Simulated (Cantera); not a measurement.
# CH3Cl + H2 (fluorocarbon and chlorocarbon gases)

Feed: 1 mol CH3Cl, 0.036 mol H2, at 1.00 Torr.

Cantera equilibrium calculation (NASA polynomials, part measured and part estimated; ideal gas, pure solids and liquids). Candidate condensed phases: C, C6H6, C7H8, C8H18; 103 gas species. Ions and electrons are included (thermal ionisation). The tables' values for CCl are old estimates; treat these amounts as uncertain. Kinetics and transport are ignored.

| T (K) | x H | x H2 | x Cl | x C | x HCl | x C3 | x C2 | n C(graphite) |
|---|---|---|---|---|---|---|---|---|
| 2500 | 0.361 | 0.275 | 0.173 | 0.000125 | 0.187 | 0.000373 | 3.44e-5 | 0.978 |
| 2750 | 0.596 | 0.101 | 0.225 | 0.00283 | 0.0553 | 0.0127 | 0.00122 | 0.809 |
| 3000 | 0.649 | 0.0225 | 0.220 | 0.0241 | 0.0112 | 0.0595 | 0.00954 | 0 |
| 3250 | 0.648 | 0.00544 | 0.213 | 0.0793 | 0.00266 | 0.0342 | 0.0157 | 0 |
| 3500 | 0.620 | 0.00147 | 0.202 | 0.156 | 0.000723 | 0.00751 | 0.0120 | 0 |
| 3750 | 0.608 | 0.000491 | 0.198 | 0.188 | 0.000243 | 0.000608 | 0.00430 | 0 |
| 4000 | 0.606 | 0.000193 | 0.197 | 0.195 | 9.64e-5 | 4.58e-5 | 0.00135 | 0 |
| 4250 | 0.606 | 8.49e-5 | 0.197 | 0.196 | 4.27e-5 | 4.36e-6 | 0.000464 | 0 |
| 4500 | 0.606 | 4.09e-5 | 0.197 | 0.197 | 2.07e-5 | 5.31e-7 | 0.000177 | 0 |
| 4750 | 0.605 | 2.13e-5 | 0.197 | 0.197 | 1.08e-5 | 8.02e-8 | 7.48e-5 | 0 |
| 5000 | 0.605 | 1.18e-5 | 0.197 | 0.196 | 6.02e-6 | 1.46e-8 | 3.42e-5 | 0 |
x: gas mole fraction; n: condensed amount in mol.

From 2500 K to 2750 K the condensed part is C(graphite). From 3000 K to 5000 K nothing is condensed. The main C-bearing gas is C2H2 (acetylene) at 2500 K and C at 5000 K.
